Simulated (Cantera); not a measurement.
Feed: 1 mol CH₃SiH₃, 0.5 mol C₃H₈, 11 mol H₂, 0.0042 mol HF, at 1.33 mbar.

Equilibrium computed with Cantera from the NASA thermochemical tables; the gas is ideal and each condensed phase is pure. Candidate condensed phases: C, C₆H₆, C₇H₈, C₈H₁₈, Si, SiC; 113 gas species. The feed counts by its element totals alone. Gases not in the tables: Si₂H₆ and higher silanes. Kinetics and transport are ignored.

Which condensed phases are stable at each of these points (T (K)): 2125, 2175, 2225, 2275, 2325, 2375, 2425, 2475, 2525, 2575?


```json
[
 {"T (K)": "2125", "condensed phases": "C(graphite) + SiC(s)", "Si condensed (%)": "77.8"},
 {"T (K)": "2175", "condensed phases": "C(graphite) + SiC(s)", "Si condensed (%)": "54.2"},
 {"T (K)": "2225", "condensed phases": "C(graphite) + SiC(s)", "Si condensed (%)": "6.6"},
 {"T (K)": "2275", "condensed phases": "C(graphite)", "Si condensed (%)": "0.0"},
 {"T (K)": "2325", "condensed phases": "C(graphite)", "Si condensed (%)": "0.0"},
 {"T (K)": "2375", "condensed phases": "C(graphite)", "Si condensed (%)": "0.0"},
 {"T (K)": "2425", "condensed phases": "C(graphite)", "Si condensed (%)": "0.0"},
 {"T (K)": "2475", "condensed phases": "C(graphite)", "Si condensed (%)": "0.0"},
 {"T (K)": "2525", "condensed phases": "C(graphite)", "Si condensed (%)": "0.0"},
 {"T (K)": "2575", "condensed phases": "C(graphite)", "Si condensed (%)": "0.0"}
]
```

From 2125 K to 2225 K the condensed part is C(graphite) + SiC(s). From 2275 K to 2575 K the condensed part is C(graphite).
